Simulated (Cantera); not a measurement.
Feed: 1 mol CuO, 2 mol C, 0.68 mol CO, at 1.33 mbar.

Method: chemical equilibrium by Gibbs-energy minimisation in Cantera with the NASA 1993 tables (ideal gas, pure condensed phases). Candidate condensed phases: C, Cu, CuO, Cu2O; 15 gas species. The numbers say what is thermodynamically allowed, not how fast it happens.

log p: log10 of the partial pressure in bar; n: condensed amount in mol.

| T (K) | log p CO | log p Cu | log p CO2 | log p Cu2 | n C(graphite) | n Cu(s) | n Cu(l) |
|---|---|---|---|---|---|---|---|
| 975 | -2.88 | -11.25 | -5.77 | <-14 | 1.00 | 1.00 | 0 |
| 1050 | -2.88 | -9.98 | -6.42 | <-14 | 1.00 | 1.00 | 0 |
| 1125 | -2.88 | -8.87 | -6.98 | … | 1.00 | 1.000 | 0 |
| 1200 | -2.88 | -7.91 | -7.47 | … | 1.00 | 1.000 | 0 |
| 1275 | -2.88 | -7.06 | -7.90 | … | 1.00 | 1.000 | 0 |
| 1350 | -2.88 | -6.31 | -8.29 | … | 1.00 | 0.999 | 0 |
| 1425 | -2.88 | -5.66 | -8.63 | … | 1.00 | 0 | 0.997 |
| 1500 | -2.88 | -5.08 | -8.93 | … | 1.00 | 0 | 0.990 |
| 1575 | -2.88 | -4.56 | -9.22 | … | 1.00 | 0 | 0.965 |
| 1650 | -2.90 | -4.09 | -9.50 | … | 1.00 | 0 | 0.891 |
| 1725 | -2.95 | -3.66 | -9.83 | … | 1.00 | 0 | 0.669 |
| 1800 | -3.08 | -3.30 | -10.28 | … | 1.00 | 0 | 0 |
| 1875 | -3.08 | -3.30 | -10.47 | … | 1.00 | 0 | 0 |
| 1950 | -3.08 | -3.30 | -10.64 | … | 1.00 | 0 | 0 |

Q: Fill in the missing entries.

A: 
- 1125, log p Cu2: -13.82
- 1200, log p Cu2: -12.46
- 1275, log p Cu2: -11.26
- 1350, log p Cu2: -10.19
- 1425, log p Cu2: -9.29
- 1500, log p Cu2: -8.49
- 1575, log p Cu2: -7.77
- 1650, log p Cu2: -7.12
- 1725, log p Cu2: -6.52
- 1800, log p Cu2: -6.06
- 1875, log p Cu2: -6.29
- 1950, log p Cu2: -6.49
